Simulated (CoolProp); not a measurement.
The numbers come from the reference Helmholtz-energy equation of state, Thol 2017 in CoolProp.

For octamethyltrisiloxane (MDM), give the phase and the density (kg/m³), cv (kJ/(kg K)), isothermal compressibility (1/MPa), expansivity (1/kK) at 421.2 K and 3.26 MPa; 445.3 K and 3.26 MPa; 455.7 K and 3.26 MPa.


- 421.2 K and 3.26 MPa: liquid; density 693, cv 1.78, isothermal compressibility 0.00522, expansivity 1.61
- 445.3 K and 3.26 MPa: liquid; density 666, cv 1.84, isothermal compressibility 0.00690, expansivity 1.77
- 455.7 K and 3.26 MPa: liquid; density 653, cv 1.86, isothermal compressibility 0.00785, expansivity 1.85
